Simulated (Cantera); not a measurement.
A closed system holds: 1 mol MgCO3, 0.03 mol C, 0.39 mol H2O, held at 1648 K and 0.133 bar.

Method: chemical equilibrium by Gibbs-energy minimisation in Cantera with the NASA 1993 tables (ideal gas, pure condensed phases). Candidate condensed phases: C, C6H6, C7H8, C8H18, H2O, Mg, MgCO3, MgO, Mg(OH)2; 116 gas species. Kinetics and transport are ignored.

Base state: CO2 0.688, H2O 0.270, CO 0.0377, H2 0.00461, OH 4.36e-5, H 1.66e-5 (mole fractions); condensed: MgO(s).

**Question.** What changes in the equilibrium state with this change: C from 0.03 to 0.29 mol?

**Answer.** 
```json
[
 {"species": "CO2", "before": "0.688", "after": "0.462"},
 {"species": "CO", "before": "0.0377", "after": "0.306"},
 {"species": "H2O", "before": "0.270", "after": "0.192"},
 {"species": "H2", "before": "0.00461", "after": "0.0397"},
 {"species": "OH", "before": "4.36e-5", "after": "1.06e-5"},
 {"species": "H", "before": "1.66e-5", "after": "4.86e-5"},
 {"species": "MgO(s), mol", "before": "1.000", "after": "1.000"}
]
```
